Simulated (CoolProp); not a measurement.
A single-stage vapour-compression cycle with R141b: evaporating at 254.15 K (dew point), condensing at 285.15 K (bubble point), superheat 5 K, subcooling 8 K, compressor efficiency 0.7, no pressure losses. Each further row changes one setting.

Model: reference Helmholtz-energy equation of state, Lemmon 2006, in CoolProp. It is a short technical equation, of lower accuracy than the large ones.

```tsv
case	cooling COP	pressure ratio	discharge temperature (K)	refrigerating effect (kJ/kg)	volumetric capacity (kJ/m³)
as stated	?	4.32	315.6	224	134
evaporating temperature 259.15 K	?	3.32	310.7	?	174
condensing temperature 280.15 K	6.60	3.50	?	230	137
subcooling 13 K	5.60	4.32	315.6	230	137
superheat 15 K	?	4.32	326.5	231	?
compressor efficiency 0.6	4.68	4.32	324.2	224	134
```

Task: Some entries are withheld; supply them.

Result: 
- as stated, cooling COP: 5.46
- evaporating temperature 259.15 K, cooling COP: 6.74
- evaporating temperature 259.15 K, refrigerating effect (kJ/kg): 227
- condensing temperature 280.15 K, discharge temperature (K): 307.4
- superheat 15 K, cooling COP: 5.43
- superheat 15 K, volumetric capacity (kJ/m³): 133
